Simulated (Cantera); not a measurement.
## Reactions in the system H-Nb-O

Standard-state values (1 bar) from the NASA 1993 polynomials, evaluated with Cantera. Values are per mole of reaction as written; species without (g) are pure solids or liquids, kept so even where they would boil at 1 bar.

2 OH(g) + Nb = H2(g) + NbO2

| T (K) | ΔH° (kJ) | ΔS° (J/K) | ΔG° (kJ) | log10 K | condensed phases |
|---|---|---|---|---|---|
| 2148 | -835.5 | -182.0 | -444.6 | 10.81 | Nb(s), NbO2(s) |
| 2298 | -740.3 | -138.3 | -422.6 | 9.60 | Nb(s), NbO2(l) |
| 2448 | -737.1 | -136.9 | -401.9 | 8.58 | Nb(s), NbO2(l) |
| 2598 | -734.3 | -135.8 | -381.5 | 7.67 | Nb(s), NbO2(l) |
| 2748 | -731.9 | -134.9 | -361.2 | 6.87 | Nb(s), NbO2(l) |
